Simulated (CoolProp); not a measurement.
Properties of hydrogen sulfide along the isotherm 293.9 K (Tc = 373.1 K, pc = 89.99 bar, ω = 0.101).

Model: reference Helmholtz-energy equation of state, Lemmon 2006, in CoolProp. It is a short technical equation, of lower accuracy than the large ones.

```csv
p (bar),phase,density (kg/m³),cp (kJ/(kg K)),cv (kJ/(kg K)),speed of sound (m/s),viscosity (µPa s)
13.5,gas,21.37,1.259,0.8406,286.2,11.4
27,liquid,788.1,2.196,1.084,870.3,130
40.5,liquid,791.6,2.174,1.084,883.5,132
54,liquid,795.0,2.153,1.084,896.1,133
67.5,liquid,798.3,2.134,1.085,908.4,135
81,liquid,801.4,2.116,1.085,920.2,136
94.5,liquid,804.5,2.100,1.086,931.7,138
108,liquid,807.5,2.085,1.086,942.9,139
121,liquid,810.2,2.071,1.086,953.3,141
135,liquid,813.1,2.058,1.087,964.3,142
```

Viscosity comes from a separate model (Quiñones-Cisneros 2012).
